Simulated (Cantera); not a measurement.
# Adiabatic ignition

An adiabatic, constant-pressure homogeneous reactor starts with 17.6 % CH₃OH, 10.6 % O₂, 71.8 % N₂, at 1773 K and 0.250 bar.

Computed with Cantera and GRI-Mech 3.0 (53 species, 325 reactions). GRI-Mech 3.0 was tuned for natural gas; its chemistry of methanol as a main component is partial and can be far from experiment.

```json
[
 {"t (s)": "1.00e-6", "T (K)": "1773", "x CH₃OH": "0.176", "x O₂": "0.106", "x HCN": "3.30e-12", "x C₂H": "<1e-12", "x CH₂": "7.44e-6", "x CH₂CO": "1.90e-12", "x CH₃": "3.15e-5"},
 {"t (s)": "4.64e-6", "T (K)": "1772", "x CH₃OH": "0.175", "x O₂": "0.105", "x HCN": "6.15e-11", "x C₂H": "<1e-12", "x CH₂": "9.15e-6", "x CH₂CO": "3.73e-10", "x CH₃": "0.000129"},
 {"t (s)": "2.15e-5", "T (K)": "1773", "x CH₃OH": "0.169", "x O₂": "0.102", "x HCN": "5.80e-10", "x C₂H": "9.10e-12", "x CH₂": "8.98e-6", "x CH₂CO": "3.40e-8", "x CH₃": "0.000217"},
 {"t (s)": "0.000100", "T (K)": "2038", "x CH₃OH": "0.0149", "x O₂": "0.0372", "x HCN": "1.08e-7", "x C₂H": "4.55e-9", "x CH₂": "2.80e-5", "x CH₂CO": "4.88e-5", "x CH₃": "0.000536"},
 {"t (s)": "0.000464", "T (K)": "2219", "x CH₃OH": "<1e-12", "x O₂": "0.000605", "x HCN": "2.08e-8", "x C₂H": "<1e-12", "x CH₂": "<1e-12", "x CH₂CO": "<1e-12", "x CH₃": "<1e-12"},
 {"t (s)": "0.00215", "T (K)": "2303", "x CH₃OH": "<1e-12", "x O₂": "0.000329", "x HCN": "1.63e-10", "x C₂H": "<1e-12", "x CH₂": "<1e-12", "x CH₂CO": "<1e-12", "x CH₃": "<1e-12"},
 {"t (s)": "0.0100", "T (K)": "2399", "x CH₃OH": "<1e-12", "x O₂": "0.000101", "x HCN": "2.86e-9", "x C₂H": "<1e-12", "x CH₂": "<1e-12", "x CH₂CO": "<1e-12", "x CH₃": "<1e-12"},
 {"t (s)": "0.0464", "T (K)": "2414", "x CH₃OH": "<1e-12", "x O₂": "7.40e-5", "x HCN": "1.07e-8", "x C₂H": "<1e-12", "x CH₂": "<1e-12", "x CH₂CO": "<1e-12", "x CH₃": "<1e-12"},
 {"t (s)": "0.215", "T (K)": "2414", "x CH₃OH": "<1e-12", "x O₂": "7.34e-5", "x HCN": "1.53e-8", "x C₂H": "<1e-12", "x CH₂": "<1e-12", "x CH₂CO": "<1e-12", "x CH₃": "<1e-12"},
 {"t (s)": "1.00", "T (K)": "2414", "x CH₃OH": "<1e-12", "x O₂": "7.34e-5", "x HCN": "1.53e-8", "x C₂H": "<1e-12", "x CH₂": "<1e-12", "x CH₂CO": "<1e-12", "x CH₃": "<1e-12"}
]
```
x: mole fraction; the columns are a selection and need not sum to one.

```yaml
time_of_steepest_temperature_rise: 96.4 µs
temperature at 1.00 s: 2414 K
equilibrium_temperature: 2414 K
x(CH₃OH) at 1.00 s: <1e-12 (gas-phase equilibrium <1e-12)
x(O₂) at 1.00 s: 7.34e-5 (gas-phase equilibrium 7.34e-5)
x(HCN) at 1.00 s: 1.53e-8 (gas-phase equilibrium 1.53e-8)
```
